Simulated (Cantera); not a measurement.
Charge: 1 mol SiF₄, 7.7 mol NH₃, at 1198.15 K.

Cantera equilibrium calculation (NASA polynomials, part measured and part estimated; ideal gas, pure solids and liquids). Candidate condensed phases: Si, Si₃N₄; 37 gas species. The numbers say what is thermodynamically allowed, not how fast it happens.

### Question
Which condensed phases are stable at each of these points (P (Pa)): 5, 21, 85, 350, 1400, 5900, 24000, 100000?

### Answer
```tsv
P (Pa)	condensed phases	Si condensed (%)
5	gas only	0.0
21	Si₃N₄(s)	0.3
85	Si₃N₄(s)	0.5
350	Si₃N₄(s)	0.6
1400	Si₃N₄(s)	0.6
5900	Si₃N₄(s)	0.5
24000	Si₃N₄(s)	0.4
100000	Si₃N₄(s)	0.3
```

At 5.00e-5 bar nothing is condensed. From 0.000210 bar to 1.00 bar the condensed part is Si₃N₄(s).
